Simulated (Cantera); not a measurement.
Feed: 1 mol SiHCl3, 0.011 mol C3H8, 47 mol H2, a varied amount of C2H2, equilibrated at 1352 °C and 0.00240 bar.

Cantera equilibrium calculation (NASA polynomials, part measured and part estimated; ideal gas, pure solids and liquids). Candidate condensed phases: C, C6H6, C7H8, C8H18, Si, SiC; 109 gas species. Mutual solubility and eutectic melting of coexisting phases are not modelled. The tables' values for SiCl, SiCl3 are old estimates; treat these amounts as uncertain. Kinetics and transport are ignored.

Problem. At 0.18 mol C2H2, list the 4 most abundant gas species with their mole fractions, and the condensed phases.

Solution. H2 0.945, HCl 0.0454, SiCl2 0.00765, H 0.00140. Condensed: Si(s) + SiC(s).
